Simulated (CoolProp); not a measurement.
Acetone at several states: Z from the reference equation and from simpler models built on Tc = 235.0 °C, pc = 4.692 MPa, ω = 0.307; each cubic takes its own stable root.

Model: reference Helmholtz-energy equation of state, Lemmon 2006, in CoolProp. It is a short technical equation, of lower accuracy than the large ones.

```tsv
T (°C)	p (MPa)	phase	reference
73.75	0.17	gas	0.9308
25.15	17.1	liquid	0.5004
275.75	0.0271	gas	0.9983
-1.55	0.0227	liquid	0.0007174
```

**Question.** How far does each simpler model (Redlich-Kwong, Peng-Robinson) lie from the reference over these 4 states: mean and median of the absolute difference, and the worst?

**Answer.** 
- Redlich-Kwong: mean 34511.0 %, median 17.2 %, worst +138009.8 % at -1.55 °C and 0.0227 MPa
- Peng-Robinson: mean 7.6 %, median 8.1 %, worst +14.2 % at -1.55 °C and 0.0227 MPa

At some of these states Redlich-Kwong gives the other phase, because its saturation line lies elsewhere.
